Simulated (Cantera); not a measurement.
An adiabatic, constant-pressure homogeneous reactor starts with CH4 : O2 : N2 = 1 : 2.99 : 9.25 (molar parts), at 998 K and 0.250 bar. Integrator tolerance rtol = 1e-08.

Cantera simulation using GRI-Mech 3.0 (53 species, 325 reactions); the numbers are that mechanism's predictions, not measurements. Below about 1000 K GRI-Mech 3.0 lacks low-temperature oxidation paths.

Task: What does this change do: 0.34 parts H2 added?

Result: 
```json
[
 {"quantity": "temperature at 0.200 s", "before": "998 K", "after": "2419 K"},
 {"quantity": "equilibrium temperature", "before": "2359 K", "after": "2418 K"},
 {"quantity": "x(CH4) at 0.200 s", "before": "0.0755 (gas-phase equilibrium <1e-12)", "after": "<1e-12 (gas-phase equilibrium <1e-12)"},
 {"quantity": "x(O2) at 0.200 s", "before": "0.226 (gas-phase equilibrium 0.0704)", "after": "0.0589 (gas-phase equilibrium 0.0586)"},
 {"quantity": "x(CH2CO) at 0.200 s", "before": "<1e-12 (gas-phase equilibrium <1e-12)", "after": "<1e-12 (gas-phase equilibrium <1e-12)"},
 {"quantity": "x(H2) at 0.200 s", "before": "3.73e-7 (gas-phase equilibrium 0.00305)", "after": "0.00519 (gas-phase equilibrium 0.00518)"},
 {"quantity": "x(OH) at 0.200 s", "before": "1.88e-10 (gas-phase equilibrium 0.0116)", "after": "0.0144 (gas-phase equilibrium 0.0144)"},
 {"quantity": "time of steepest temperature rise", "before": "not reached", "after": "77.7 ms"}
]
```

Task: What does this change do: initial temperature 998 to 1325 K?

Result: 
```tsv
quantity	before	after
temperature at 0.200 s	998 K	2502 K
equilibrium temperature	2359 K	2502 K
x(CH4) at 0.200 s	0.0755 (gas-phase equilibrium <1e-12)	<1e-12 (gas-phase equilibrium <1e-12)
x(O2) at 0.200 s	0.226 (gas-phase equilibrium 0.0704)	0.0706 (gas-phase equilibrium 0.0706)
x(CH2CO) at 0.200 s	<1e-12 (gas-phase equilibrium <1e-12)	<1e-12 (gas-phase equilibrium <1e-12)
x(H2) at 0.200 s	3.73e-7 (gas-phase equilibrium 0.00305)	0.00595 (gas-phase equilibrium 0.00595)
x(OH) at 0.200 s	1.88e-10 (gas-phase equilibrium 0.0116)	0.0180 (gas-phase equilibrium 0.0180)
time of steepest temperature rise	not reached	16.7 ms
```
